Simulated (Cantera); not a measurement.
Charge: 1 mol B2H6, 0.73 mol NH3, 0.21 mol H2, held at 0.100 bar.

Cantera equilibrium calculation (NASA polynomials, part measured and part estimated; ideal gas, pure solids and liquids). Candidate condensed phases: B, BN; 15 gas species. The feed counts by its element totals alone. Mutual solubility and eutectic melting of coexisting phases are not modelled. The tables' values for BH2 are old estimates; treat these amounts as uncertain. Gases not in the tables: B2H6 and higher boranes. Rates play no part.

x: gas mole fraction; n: condensed amount in mol.

| T (°C) | x H2 | x N2 | x H | x BH2 | x B | x BH | n B(s) | n BN(s) | n B(l) |
|---|---|---|---|---|---|---|---|---|---|
| 477 | 1.00 | <1e-12 | 1.00e-12 | 1.49e-12 | <1e-12 | <1e-12 | 1.27 | 0.730 | 0 |
| 627 | 1.00 | <1e-12 | 3.70e-10 | 2.90e-10 | <1e-12 | <1e-12 | 1.27 | 0.730 | 0 |
| 777 | 1.00 | <1e-12 | 2.56e-8 | 1.23e-8 | <1e-12 | <1e-12 | 1.27 | 0.730 | 0 |
| 927 | 1.000 | 2.40e-12 | 6.24e-7 | 2.01e-7 | <1e-12 | <1e-12 | 1.27 | 0.730 | 0 |
| 1077 | 1.000 | 6.34e-10 | 7.54e-6 | 1.76e-6 | <1e-12 | 3.31e-12 | 1.27 | 0.730 | 0 |
| 1227 | 1.000 | 5.45e-8 | 5.57e-5 | 9.89e-6 | ? | 1.62e-10 | 1.27 | 0.730 | 0 |
| 1377 | 1.000 | 2.07e-6 | 0.000287 | 4.04e-5 | ? | 3.85e-9 | 1.27 | 0.730 | 0 |
| 1527 | 0.999 | 4.25e-5 | 0.00113 | 0.000130 | ? | 5.37e-8 | 1.27 | 0.730 | 0 |
| 1677 | 0.995 | 0.000547 | 0.00362 | 0.000347 | ? | 4.95e-7 | 1.27 | 0.725 | 0 |
| 1827 | 0.985 | 0.00487 | 0.00978 | 0.000796 | ? | 3.29e-6 | 1.31 | 0.688 | 0 |
| 1977 | 0.943 | 0.0324 | 0.0228 | 0.00157 | ? | 1.66e-5 | 1.55 | 0.439 | 0 |
| 2127 | 0.874 | 0.0763 | 0.0470 | 0.00260 | ? | 6.33e-5 | 0 | 0 | 1.99 |

### Question
What belongs in the gaps?

### Answer

- 1227, x B: 1.94e-11
- 1377, x B: 1.12e-9
- 1527, x B: 3.28e-8
- 1677, x B: 5.67e-7
- 1827, x B: 6.50e-6
- 1977, x B: 5.35e-5
- 2127, x B: 0.000319
